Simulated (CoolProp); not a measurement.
Model: reference Helmholtz-energy equation of state, Tillner-Roth 1997, in CoolProp.

Q: For CH2F2 (R32), give the phase and the speed of sound (m/s), fugacity coefficient at 395.4 K and 1.08 MPa; 395.4 K and 6.51 MPa.

A: 
- 395.4 K and 1.08 MPa: gas; speed of sound 267, fugacity coefficient 0.953
- 395.4 K and 6.51 MPa: supercritical; speed of sound 224, fugacity coefficient 0.739
